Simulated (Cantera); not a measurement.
Dilute partial oxidation

An isothermal, constant-pressure homogeneous reactor starts with 2.23 % CH3OH, 0.737 % O2, 97.0 % N2, at 1325 K and 4.93 atm.

Model: GRI-Mech 3.0 (53 species, 325 reactions), integrated in Cantera. GRI-Mech 3.0 was tuned for natural gas; its chemistry of methanol as a main component is partial and can be far from experiment.

```csv
t (s),x CH3OH,x O2,x HO2,x OH,x H2O,x C2H6
3.00e-6,0.0223,0.00737,2.23e-7,5.30e-9,2.38e-7,2.27e-12
1.39e-5,0.0223,0.00737,1.36e-6,5.44e-9,1.16e-6,1.59e-10
6.46e-5,0.0223,0.00736,7.39e-6,8.01e-9,6.01e-6,3.81e-9
0.000300,0.0221,0.00729,3.71e-5,7.12e-8,8.61e-5,1.45e-8
0.00139,4.55e-6,0.000540,1.09e-6,8.07e-7,0.0126,1.86e-8
0.00646,9.21e-10,9.19e-6,9.31e-9,3.41e-8,0.0133,4.74e-9
0.0300,2.18e-10,2.73e-6,1.09e-9,7.96e-9,0.0133,1.34e-9
0.139,5.58e-11,6.17e-7,7.79e-11,2.06e-9,0.0132,4.13e-10
0.646,2.29e-11,6.62e-8,3.84e-12,8.66e-10,0.0131,1.91e-10
3.00,1.96e-11,4.78e-11,<1e-12,7.53e-10,0.0127,1.70e-10
```
x: mole fraction; the columns are a selection and need not sum to one.

Equilibrium at this temperature and pressure: CH3OH <1e-12, O2 <1e-12, HO2 <1e-12, OH 6.53e-10, H2O 0.0109, C2H6 <1e-12 (gas phase only).
